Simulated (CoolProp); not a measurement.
Properties of propylene along the isotherm 410.3 K.

Values from CoolProp's reference Helmholtz-energy equation of state, Lemmon 2013.

```
p (MPa)          phase  density (kg/m³)  cv (kJ/(kg K))  expansivity (1/kK)  viscosity (µPa s)  Prandtl number
-------  -------------  ---------------  --------------  ------------------  -----------------  --------------
0.072              gas           0.8914           1.752               2.467               11.7           0.760
0.164              gas            2.040           1.754               2.505               11.8           0.760
0.373              gas            4.692           1.757               2.596               11.8           0.761
0.849              gas              [?]           1.766                 [?]                [?]           0.765
1.93               gas            26.60           1.787               3.469               12.5           0.790
4.4                gas              [?]             [?]                 [?]               14.9             [?]
10       supercritical            281.7           1.949               12.23               35.5            2.07
22.8     supercritical            413.7           1.897               3.316                [?]            1.89
```

### Question
What belongs in the gaps?

### Answer

- 0.849, density (kg/m³): 10.96
- 0.849, expansivity (1/kK): 2.822
- 0.849, viscosity (µPa s): 12.0
- 4.4, density (kg/m³): 73.27
- 4.4, cv (kJ/(kg K)): 1.855
- 4.4, expansivity (1/kK): 6.285
- 4.4, Prandtl number: 0.961
- 22.8, viscosity (µPa s): 62.5

Viscosity comes from a separate model (Huber 2003), an estimate that may be off by 10 % or more. Thermal conductivity comes from a separate model (Huber 2003), an estimate that may be off by 10 % or more.
